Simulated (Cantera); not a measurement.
An adiabatic, constant-pressure homogeneous reactor starts with H2 : O2 : N2 = 1 : 0.217 : 1.22 (molar parts), equivalence ratio 2.3, at 1125 K and 0.710 bar.

Cantera simulation using the H2/O2 subset of GRI-Mech 3.0, which has no nitrogen chemistry; the numbers are that mechanism's predictions, not measurements.

**Question.** Predict: time of steepest temperature rise; temperature at 0.500 s; equilibrium temperature; x(H2) at 0.500 s; x(O2) at 0.500 s; x(H2O2) at 0.500 s; x(H) at 0.500 s; x(HO2) at 0.500 s; x(OH) at 0.500 s; x(O) at 0.500 s.

**Answer.** 
- time of steepest temperature rise: 0.142 ms
- temperature at 0.500 s: 2364 K
- equilibrium temperature: 2364 K
- x(H2) at 0.500 s: 0.250 (gas-phase equilibrium 0.250)
- x(O2) at 0.500 s: 7.45e-6 (gas-phase equilibrium 7.45e-6)
- x(H2O2) at 0.500 s: 2.30e-9 (gas-phase equilibrium 2.30e-9)
- x(H) at 0.500 s: 0.00798 (gas-phase equilibrium 0.00798)
- x(HO2) at 0.500 s: 5.77e-9 (gas-phase equilibrium 5.77e-9)
- x(OH) at 0.500 s: 0.00108 (gas-phase equilibrium 0.00108)
- x(O) at 0.500 s: 2.32e-5 (gas-phase equilibrium 2.32e-5)
